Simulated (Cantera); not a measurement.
Input (Python, Cantera) and output of one run.

```python
import numpy as np
import cantera as ct

gas_names = """
    CL CLO CL2 H HCL HOCL HO2 H2 H2O H2O2 O OH O2 O3 Ti TiCL TiCL2 TiCL3 TiCL4 TiO TiOCL TiOCL2 TiO2
""".split()
cond_names = """
    H2O(s) H2O(L) Ti(a) Ti(b) Ti(L) TiCL2(s) TiCL3(s) TiCL4(L) TiO(a) TiO(b) TiO(L) TiO2(ru) TiO2(L)
    Ti2O3(a) Ti2O3(b) Ti2O3(L) Ti3O5(a) Ti3O5(b) Ti3O5(L) Ti4O7(s) Ti4O7(L)
""".split()


# ... load() reads the species with a 1 bar reference pressure and builds the phases ...
atoms = {
    'TiCl4': {'Ti': 1, 'CL': 4},
    'H2O': {'H': 2, 'O': 1},
}
top_T = {'TiCL2(s)': 1300, 'TiCL3(s)': 1000}  # K; cautious upper limits of use, not melting points


# ... equilibrate(T, P, feed) seeds the gas with the atoms and calls Mixture.equilibrate('TP', solver="vcs", rtol=1e-11, max_steps=5000) ...
results = []
T = 1300  # K
P = 10000  # Pa
for m in [1.1, 2, 2.9, 3.8, 4.7, 5.6, 6.6, 7.5, 8.4]:
    feed = {'TiCl4': 1, 'H2O': m}  # mol
    mix = equilibrate(T, P, feed)
    results.append((T, P, feed, dict(zip(mix.species_names, mix.species_moles))))

top = {s: max(r[3][s] / sum(r[3][g] for g in gas_names) for r in results) for s in gas_names}
cols = sorted((s for s in top if top[s] > 0.0001), key=lambda s: -top[s])[:7]
seen = [c for c in cond_names if any(r[3].get(c, 0) > 1e-12 for r in results)]
print("log10 of partial pressures in bar; condensed amounts in mol")
print(f"{'n(H2O)':>10s}" + "".join(f"{s[:9]:>10s}" for s in cols + seen))
for T, P, feed, n in results:
    ng = sum(n[g] for g in gas_names)
    print(f"{feed['H2O']:10.4g}" + "".join(f"{np.log10(max(n[s] / ng * P / 1e5, 1e-99)):10.3f}" for s in cols)
          + "".join(f"{n.get(c, 0):10.4g}" for c in seen))
```

It prints:

```
log10 of partial pressures in bar; condensed amounts in mol
    n(H2O)       HCL       H2O     TiCL4     TiCL3        CL        H2  TiO2(ru)
       1.1    -1.081    -4.531    -1.771    -4.472    -4.494    -5.234    0.5496
         2    -1.003    -3.406    -3.708    -6.279    -4.625    -4.816    0.9922
       2.9    -1.088    -1.736    -7.389    -9.905    -4.681    -4.875         1
       3.8    -1.162    -1.508    -8.138   -10.606    -4.728    -4.928         1
       4.7    -1.224    -1.395    -8.616   -11.042    -4.769    -4.971         1
       5.6    -1.279    -1.325    -8.975   -11.365    -4.806    -5.006         1
       6.6    -1.333    -1.272    -9.295   -11.648    -4.843    -5.038         1
       7.5    -1.376    -1.237    -9.537   -11.858    -4.875    -5.063         1
       8.4    -1.415    -1.211    -9.747   -12.039    -4.904    -5.083         1
```

These are equilibrium values from Cantera (NASA tables, ideal gas, pure condensed phases), not measurements of a reactor. Gases not in the tables: TiO(OH)2.
